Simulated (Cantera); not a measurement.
A closed system holds: 1 mol Mg(OH)2, 0.053 mol C, 0.048 mol O2, at 675 K and 790000 Pa.

Cantera equilibrium calculation (NASA polynomials, part measured and part estimated; ideal gas, pure solids and liquids). Candidate condensed phases: C, C6H6, C7H8, C8H18, H2O, Mg, MgCO3, MgO, Mg(OH)2; 116 gas species. Rates play no part.

What is the equilibrium state?


```
Property                                   Result
--------------------------------------  ---------
x(H2O)                                      0.940
x(CO2)                                     0.0503
x(H2)                                     0.00932
x(CO)                                     4.16e-5
x(CH4)                                    3.30e-5
n(MgO(s))                                1.00 mol
gas amount                              1.053 mol
log10 activity of MgCO3(s) (absent)         -0.40
log10 activity of C(graphite) (absent)      -2.48
log10 activity of Mg(s) (absent)           -26.63
```
